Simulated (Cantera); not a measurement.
Gas mixture: CO : CH₃OH = 0.29 : 0.72 (molar parts), at 2.63 Torr, frozen composition.

Cantera's kinetic-theory transport with the Lennard-Jones parameters of GRI-Mech 3.0, ideal gas; thermal conductivity in the multicomponent form. Polar gases are described roughly by these parameters. The composition is frozen, though it would react at the higher temperatures.

D: mixture-averaged diffusion coefficient of that species in the mixture.

```
T (K)  ρ (kg/m³)  cp (J/kg/K)  μ (µPa s)  λ (mW/m/K)     Pr  D (cm²/s) O  D (cm²/s) H  D (cm²/s) H₂
-----  ---------  -----------  ---------  ----------  -----  -----------  -----------  ------------
400      0.00325         1460       15.0        29.4  0.744          129          484           321
600      0.00217            …          …           …  0.751            …            …             …
800      0.00163         2139       28.0        79.3  0.755          436         1690          1050
1000     0.00130         2378       33.6         106  0.757          637         2490          1530
1200     0.00108         2559       38.7         131  0.757          867         3400          2070
1400    0.000929         2702          …           …  0.758            …            …             …
1600    0.000813         2813       47.9         178  0.758         1400         5530          3340
1800    0.000722         2899       52.1         199  0.757         1710         6730          4070
```

Task: Fill in the missing entries.

Result: 
- 600, cp (J/kg/K): 1837
- 600, μ (µPa s): 21.8
- 600, λ (mW/m/K): 53.3
- 600, D (cm²/s) O: 265
- 600, D (cm²/s) H: 1020
- 600, D (cm²/s) H₂: 645
- 1400, μ (µPa s): 43.5
- 1400, λ (mW/m/K): 155
- 1400, D (cm²/s) O: 1120
- 1400, D (cm²/s) H: 4410
- 1400, D (cm²/s) H₂: 2680
